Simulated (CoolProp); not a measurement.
500 sccm (0 °C, 1 atm) of nitrogen bubbles through liquid n-decane at 326 K and leaves saturated at a total pressure of 0.0161 MPa (ideal gas phase). Each further row changes one setting.

The numbers come from the reference Helmholtz-energy equation of state, Lemmon 2006 in CoolProp. It is a short technical equation, of lower accuracy than the large ones.

```
case                       vapour pressure (kPa)  mole fraction of vapour  delivery (mg/min)  delivery (sccm)  change of delivery for a bath 1 K warmer (%)
-------------------------  ---------------------  -----------------------  -----------------  ---------------  --------------------------------------------
as stated                                   1.03                   0.0642                218             34.3                                           6.1
bath temperature 331 K                      1.36                   0.0845                293             46.1                                           6.0
total pressure 0.0322 MPa                   1.03                   0.0321                105             16.6                                           5.9
```
